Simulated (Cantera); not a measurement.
# Thermodynamics of fluorocarbon and chlorocarbon gases, feed CHF3 + F2

Input: 1 mol CHF3, 0.56 mol F2, equilibrated at 0.100 bar.

Equilibrium computed with Cantera from the NASA thermochemical tables; the gas is ideal and each condensed phase is pure. Candidate condensed phases: C, C6H6, C7H8, C8H18; 95 gas species. The tables' values for C2F4 are old estimates; treat these amounts as uncertain. Gases not in the tables: C2F6 and larger saturated fluorocarbons. Equilibrium is a limit: real reactors are often held back by kinetics, nucleation or transport.

| T (K) | x HF | x CF4 | x CF2 | x F | x CF3 | x CF | n C(graphite) |
|---|---|---|---|---|---|---|---|
| 1623 | 0.562 | 0.438 | 0.000487 | 6.18e-5 | 0.000119 | 2.82e-8 | 0.220 |
| 1698 | 0.561 | 0.437 | 0.00121 | 0.000174 | 0.000249 | 1.38e-7 | 0.219 |
| 1773 | 0.561 | 0.436 | 0.00277 | 0.000450 | 0.000489 | 5.85e-7 | 0.218 |
| 1848 | 0.560 | 0.433 | 0.00592 | 0.00107 | 0.000904 | 2.21e-6 | 0.215 |
| 1923 | 0.557 | 0.427 | 0.0119 | 0.00239 | 0.00159 | 7.47e-6 | 0.210 |
| 1998 | 0.553 | 0.417 | 0.0224 | 0.00501 | 0.00264 | 2.30e-5 | 0.201 |
| 2073 | 0.546 | 0.400 | 0.0399 | 0.00989 | 0.00418 | 6.49e-5 | 0.186 |
| 2148 | 0.534 | 0.374 | 0.0673 | 0.0185 | 0.00625 | 0.000169 | 0.162 |
| 2223 | 0.517 | 0.335 | 0.107 | 0.0327 | 0.00879 | 0.000407 | 0.128 |
x: gas mole fraction; n: condensed amount in mol.

From 1623 K to 2223 K the condensed part is C(graphite). The main C-bearing gas is CF4 throughout. The share of C in condensed phases is highest at 1623 K (22.0 %) and lowest at 2223 K (12.8 %).
